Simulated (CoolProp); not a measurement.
Sulfur dioxide along the isobar 0.839 MPa: Z from the reference equation and from simpler models built on Tc = 430.6 K, pc = 7.887 MPa, ω = 0.256; each cubic takes its own stable root.

Computed with CoolProp (reference Helmholtz-energy equation of state, Gao 2016).

```tsv
T (K)	phase	reference
232.3	liquid	0.01805
241.8	liquid	0.01762
251.4	liquid	0.01722
260.9	liquid	0.01687
270.5	liquid	0.01656
280	liquid	0.01628
289.6	liquid	0.01604
299.1	liquid	0.01583
308.6	liquid	0.01566
```

### Question
How far does each simpler model (van der Waals, Redlich-Kwong, Soave-Redlich-Kwong, Peng-Robinson) lie from the reference over these 9 states: mean and median of the absolute difference, and the worst?

### Answer
- van der Waals: mean 3131.6 %, median 5319.1 %, worst +5813.8 % at 308.6 K and 0.839 MPa
- Redlich-Kwong: mean 15.5 %, median 15.2 %, worst +16.7 % at 308.6 K and 0.839 MPa
- Soave-Redlich-Kwong: mean 11.8 %, median 11.7 %, worst +12.3 % at 232.3 K and 0.839 MPa
- Peng-Robinson: mean 1.1 %, median 1.3 %, worst -1.4 % at 289.6 K and 0.839 MPa

At some of these states van der Waals gives the other phase, because its saturation line lies elsewhere.
